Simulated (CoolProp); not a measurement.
Vapour-liquid equilibrium of carbon dioxide (1) + hydrogen sulfide (2) at -41.05 °C; x and y are mole fractions of (1).

Values from CoolProp's multi-fluid Helmholtz-energy mixture model, Span 1996 and Lemmon 2006; pair parameters Kunz 2012.

```
x      bubble pressure, mixture model (MPa)  bubble pressure, Raoult's law (MPa)  y, mixture model  y, Raoult's law
-----  ------------------------------------  -----------------------------------  ----------------  ---------------
0.05                                 0.3442                               0.2817             0.309            0.171
0.125                                0.4688                               0.3358             0.519            0.360
0.2                                  0.5674                               0.3898             0.623            0.496
0.275                                0.6442                               0.4438               [?]            0.599
0.35                                 0.7039                               0.4979             0.726            0.679
0.425                                0.7510                               0.5519             0.757            0.744
0.5                                  0.7896                               0.6059             0.782            0.797
0.575                                   [?]                               0.6600             0.805            0.842
0.65                                 0.8526                               0.7140             0.828            0.880
0.725                                0.8808                               0.7681             0.853            0.912
0.8                                  0.9077                               0.8221             0.882            0.940
0.875                                0.9328                               0.8761             0.917            0.965
0.95                                 0.9548                               0.9302               [?]            0.987
```

### Question
What belongs in the gaps?

### Answer

- 0.275, y, mixture model: 0.685
- 0.575, bubble pressure, mixture model (MPa): 0.8227
- 0.95, y, mixture model: 0.962

The largest gap from Raoult's law is +45.6 % in bubble pressure, at x = 0.2. No azeotrope shows between x = 0.05 and 0.95.

Pair parameters are fitted to limited data, so mixtures are less certain than the pure fluids.
